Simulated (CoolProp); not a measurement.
Vapour-liquid equilibrium of ethylene (1) + isobutane (2) at -72.85 °C; x and y are mole fractions of (1).

The numbers come from the multi-fluid Helmholtz-energy mixture model, Smukala 2000 and Bücker 2006; pair parameters Bell 2016 in CoolProp.

```json
[
 {"x": "0.05", "bubble pressure (kPa)": "…", "y at the bubble point": "0.831", "dew pressure at overall composition x (kPa)": "4.101", "liquid density (mol/L)": "11.57"},
 {"x": "0.15", "bubble pressure (kPa)": "60.81", "y at the bubble point": "0.944", "dew pressure at overall composition x (kPa)": "4.579", "liquid density (mol/L)": "…"},
 {"x": "0.25", "bubble pressure (kPa)": "102.1", "y at the bubble point": "0.970", "dew pressure at overall composition x (kPa)": "…", "liquid density (mol/L)": "12.71"},
 {"x": "0.35", "bubble pressure (kPa)": "146.0", "y at the bubble point": "0.981", "dew pressure at overall composition x (kPa)": "5.972", "liquid density (mol/L)": "13.34"},
 {"x": "0.45", "bubble pressure (kPa)": "192.0", "y at the bubble point": "0.988", "dew pressure at overall composition x (kPa)": "7.042", "liquid density (mol/L)": "14.02"},
 {"x": "0.55", "bubble pressure (kPa)": "239.5", "y at the bubble point": "0.992", "dew pressure at overall composition x (kPa)": "8.579", "liquid density (mol/L)": "14.75"},
 {"x": "0.65", "bubble pressure (kPa)": "288.1", "y at the bubble point": "0.995", "dew pressure at overall composition x (kPa)": "10.97", "liquid density (mol/L)": "15.53"},
 {"x": "0.75", "bubble pressure (kPa)": "337.1", "y at the bubble point": "0.997", "dew pressure at overall composition x (kPa)": "15.22", "liquid density (mol/L)": "16.35"},
 {"x": "0.85", "bubble pressure (kPa)": "386.2", "y at the bubble point": "0.998", "dew pressure at overall composition x (kPa)": "24.83", "liquid density (mol/L)": "17.22"},
 {"x": "0.95", "bubble pressure (kPa)": "435.8", "y at the bubble point": "0.999", "dew pressure at overall composition x (kPa)": "67.41", "liquid density (mol/L)": "18.11"}
]
```

Task: Fill in the missing entries.

Result: 
- 0.05, bubble pressure (kPa): 22.19
- 0.15, liquid density (mol/L): 12.12
- 0.25, dew pressure at overall composition x (kPa): 5.184

No azeotrope shows between x = 0.05 and 0.95.

Pair parameters are fitted to limited data, so mixtures are less certain than the pure fluids.
